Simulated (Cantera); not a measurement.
What does this Cantera script print?

```python
import numpy as np
import cantera as ct

gas_names = """
    CL CL2 Fe FeCL FeCL2 FeCL3 Fe2CL4 Fe2CL6 H HCL H2 N NH NH2 NH3 N2 N2H2 N2H4
""".split()
cond_names = """
    Fe(a) Fe(c) Fe(d) Fe(L) FeCL2(s) FeCL2(L) FeCL3(s) FeCL3(L) NH4CL(a) NH4CL(b)
""".split()


# ... load() reads the species with a 1 bar reference pressure and builds the phases ...
atoms = {
    'FeCl3': {'Fe': 1, 'CL': 3},
    'HCl': {'H': 1, 'CL': 1},
    'N2': {'N': 2},
}
top_T = {}  # K; cautious upper limits of use, not melting points


# ... equilibrate(T, P, feed) seeds the gas with the atoms and calls Mixture.equilibrate('TP', solver="vcs", rtol=1e-11, max_steps=5000) ...
results = []
feed = {'FeCl3': 1, 'HCl': 3.3, 'N2': 1.2}  # mol
T = 2073.15  # K
for P in [0.1, 0.46, 2.2, 10, 46, 220, 1000, 4600, 22000, 100000]:
    mix = equilibrate(T, P, feed)
    results.append((T, P, feed, dict(zip(mix.species_names, mix.species_moles))))
    x = sorted(zip(gas.X, gas.species_names), reverse=True)
    print(f"T = {T:g} K  P = {P:g} Pa  gas = {mix.phase_moles(0):.4g} mol")
    print("   x: " + "  ".join(f"{s} {v:.3e}" for v, s in x if v > 1e-05))
    print("   condensed (mol): " + ("  ".join(f"{mix.phase(i).name} {mix.phase_moles(i):.4g}"
          for i in range(1, mix.n_phases) if mix.phase_moles(i) > 1e-12) or "none"))
```

Result:

```
T = 2073.15 K  P = 0.1 Pa  gas = 11.41 mol
   x: CL 5.267e-01  H 2.463e-01  N2 1.052e-01  Fe 8.762e-02  HCL 2.536e-02  H2 8.756e-03  FeCL2 1.040e-05
   condensed (mol): none
T = 2073.15 K  P = 0.46 Pa  gas = 10.67 mol
   x: CL 5.068e-01  H 1.821e-01  N2 1.124e-01  Fe 9.343e-02  HCL 8.299e-02  H2 2.202e-02  FeCL2 2.171e-04  FeCL 3.469e-05
   condensed (mol): none
T = 2073.15 K  P = 2.2 Pa  gas = 9.619 mol
   x: CL 4.574e-01  HCL 1.887e-01  N2 1.247e-01  Fe 9.949e-02  H 9.593e-02  H2 2.921e-02  FeCL2 4.309e-03  FeCL 1.595e-04
   condensed (mol): none
T = 2073.15 K  P = 10 Pa  gas = 8.337 mol
   x: CL 3.660e-01  HCL 3.021e-01  N2 1.439e-01  Fe 7.598e-02  FeCL2 4.353e-02  H 4.223e-02  H2 2.573e-02  FeCL 4.430e-04  CL2 1.434e-05
   condensed (mol): none
T = 2073.15 K  P = 46 Pa  gas = 7.094 mol
   x: HCL 4.031e-01  CL 2.466e-01  N2 1.692e-01  FeCL2 1.190e-01  H2 2.194e-02  Fe 2.162e-02  H 1.818e-02  FeCL 3.906e-04  CL2 2.994e-05
   condensed (mol): none
T = 2073.15 K  P = 220 Pa  gas = 6.643 mol
   x: HCL 4.684e-01  CL 1.832e-01  N2 1.806e-01  FeCL2 1.483e-01  H2 1.122e-02  H 5.946e-03  Fe 2.135e-03  FeCL 1.370e-04  CL2 7.902e-05  FeCL3 1.807e-05
   condensed (mol): none
T = 2073.15 K  P = 1000 Pa  gas = 6.533 mol
   x: HCL 4.964e-01  N2 1.837e-01  CL 1.615e-01  FeCL2 1.528e-01  H2 3.570e-03  H 1.573e-03  CL2 2.791e-04  Fe 1.371e-04  FeCL3 7.465e-05  FeCL 3.525e-05
   condensed (mol): none
T = 2073.15 K  P = 4600 Pa  gas = 6.499 mol
   x: HCL 5.056e-01  N2 1.847e-01  FeCL2 1.535e-01  CL 1.534e-01  CL2 1.159e-03  H2 8.919e-04  H 3.666e-04  FeCL3 3.278e-04
   condensed (mol): none
T = 2073.15 K  P = 22000 Pa  gas = 6.461 mol
   x: HCL 5.103e-01  N2 1.857e-01  FeCL2 1.533e-01  CL 1.441e-01  CL2 4.887e-03  FeCL3 1.470e-03  H2 2.154e-04  H 8.237e-05
   condensed (mol): none
T = 2073.15 K  P = 100000 Pa  gas = 6.366 mol
   x: HCL 5.182e-01  N2 1.885e-01  FeCL2 1.515e-01  CL 1.206e-01  CL2 1.557e-02  FeCL3 5.526e-03  H2 6.974e-05  Fe2CL4 4.252e-05  H 2.198e-05
   condensed (mol): none
```

Cantera equilibrium calculation (NASA polynomials, part measured and part estimated; ideal gas, pure solids and liquids).
